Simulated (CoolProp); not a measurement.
The numbers come from the reference Helmholtz-energy equation of state, de Reuck 1990 in CoolProp.

Task: For fluorine, give the phase and the Z, speed of sound (m/s), isothermal compressibility (1/MPa), expansivity (1/kK) at 88.9 K and 171 bar; 88.9 K and 186 bar.

Result: 
- 88.9 K and 171 bar: liquid; Z 0.579, speed of sound 870, isothermal compressibility 0.00153, expansivity 4.05
- 88.9 K and 186 bar: liquid; Z 0.628, speed of sound 877, isothermal compressibility 0.00150, expansivity 3.99
